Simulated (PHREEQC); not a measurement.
Consider water at 25 °C with 0.04 mol LiOH and 0.26 mol NH4Br per kg of water. Closed to the air; pH follows from the charge balance.

Model: ion-association model, phreeqc.dat, run in PHREEQC.

Each row changes one thing in this solution. This is a speciation only: nothing precipitates in the calculation.

| case | pH | ionic strength (mol/kgw) | NH4+ (mol/kgw) | NH3 (mol/kgw) |
|---|---|---|---|---|
| as made | 8.71 | 0.260 | 0.220 | 0.0400 |
| NH4Br from 0.26 to 1.3 mol/kgw | 8.18 | 1.30 | 1.26 | 0.0400 |
| temperature from 25 to 10 °C | 9.20 | 0.260 | 0.220 | 0.0400 |
| LiOH left out | 5.07 | 0.260 | 0.260 | 1.08e-5 |
| 0.0079 mol/kgw Na2SO4 added | 8.72 | 0.277 | 0.217 | 0.0400 |
| diluted 5-fold with water | 8.61 | 0.0520 | 0.0440 | 0.00800 |

The ionic strength passes 0.7 mol/kgw, the rough limit of the ion-association models, in NH4Br from 0.26 to 1.3 mol/kgw. Away from 25 °C the constants follow the database's enthalpies or fits; those with neither stay at their 25 °C values.
